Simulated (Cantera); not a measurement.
Feed: 1 mol MgCO3, 1.1 mol SO3, 0.39 mol CO2, at 1123.15 K and 0.980 bar.

Cantera equilibrium calculation (NASA polynomials, part measured and part estimated; ideal gas, pure solids and liquids). Candidate condensed phases: C, Mg, MgCO3, MgO, MgS, MgSO4, S; 26 gas species. Equilibrium is a limit: real reactors are often held back by kinetics, nucleation or transport.

Base state: CO2 0.905, SO2 0.0600, O2 0.0300, SO3 0.00514 (mole fractions); condensed: MgSO4(s).

Task: What changes in the equilibrium state with this change: SO3 from 1.1 to 0.061 mol?

Result: 
```csv
species,before,after
CO2,0.905,0.990
SO2,0.0600,0.00684
O2,0.0300,0.00342
SO3,0.00514,0.000198
"MgSO4(s), mol",1.00,0.0511
"MgO(s), mol",0,0.949
```
Mutual solubility and eutectic melting of coexisting phases are not modelled.
